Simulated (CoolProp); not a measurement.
The numbers come from the reference Helmholtz-energy equation of state, Lemmon 2006 in CoolProp. It is a short technical equation, of lower accuracy than the large ones.

**Question.** For C2F6 (R116), give the phase and the cv (kJ/(kg K)), Prandtl number at 275.1 K and 476 kPa; 275.1 K and 952 kPa; 275.1 K and 1900 kPa.

**Answer.** 
- 275.1 K and 476 kPa: gas; cv 0.684, Prandtl number 0.753
- 275.1 K and 952 kPa: gas; cv 0.698, Prandtl number 0.786
- 275.1 K and 1900 kPa: gas; cv 0.753, Prandtl number 1.05

Viscosity comes from a separate model (Huber 2003), an estimate that may be off by 10 % or more. Thermal conductivity comes from a separate model (Huber 2003), an estimate that may be off by 10 % or more.
